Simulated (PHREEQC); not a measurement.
Dissolve 0.00017 mol/kgw PbCl2 and 5.5e-05 mol/kgw NaNO3 at 25 °C. Closed to the air; pH follows from the charge balance.

All values are PHREEQC results (ion-association model, phreeqc.dat), not measurements.

This is a speciation only: nothing precipitates in the calculation.

Q: What pH does the model give?

A: pH 5.77.

Q: In which forms is Pb present?

A: Pb+2 98 %, PbCl+ 1.2 %, PbOH+ 1.0 % of the Pb.

Species that the database lacks are ignored.
